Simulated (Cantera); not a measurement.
Feed: 1 mol CH₃F, 0.037 mol CH₄, 0.74 mol H₂, equilibrated at 327 °C.

Equilibrium computed with Cantera from the NASA thermochemical tables; the gas is ideal and each condensed phase is pure. Candidate condensed phases: C, C₆H₆, C₇H₈, C₈H₁₈; 95 gas species. Rates play no part.

x: gas mole fraction; n: condensed amount in mol.

| P (Pa) | x H₂ | x HF | x CH₄ | x H₂F₂ | x C₂H₆ | n C(graphite) |
|---|---|---|---|---|---|---|
| 1 | 0.644 | 0.356 | 0.000391 | 5.34e-10 | <1e-12 | 1.04 |
| 6.80 | 0.641 | 0.356 | (withheld) | (withheld) | (withheld) | 1.03 |
| 46 | 0.622 | 0.361 | (withheld) | (withheld) | (withheld) | 0.991 |
| 320 | 0.530 | 0.385 | 0.0847 | 2.01e-7 | 7.95e-9 | 0.817 |
| 2200 | 0.333 | 0.437 | 0.230 | 1.78e-6 | 9.33e-8 | 0.511 |
| 15000 | 0.159 | 0.483 | 0.358 | 1.48e-5 | 4.73e-7 | 0.295 |
| 100000 | 0.0672 | 0.507 | 0.426 | 0.000108 | 1.59e-6 | 0.196 |

**Question.** What belongs in the gaps?

**Answer.** 
- 46, x CH₄: 0.0168
- 46, x H₂F₂: 2.54e-8
- 46, x C₂H₆: 2.66e-10
- 6.80, x CH₄: 0.00264
- 6.80, x H₂F₂: 3.65e-9
- 6.80, x C₂H₆: 6.36e-12
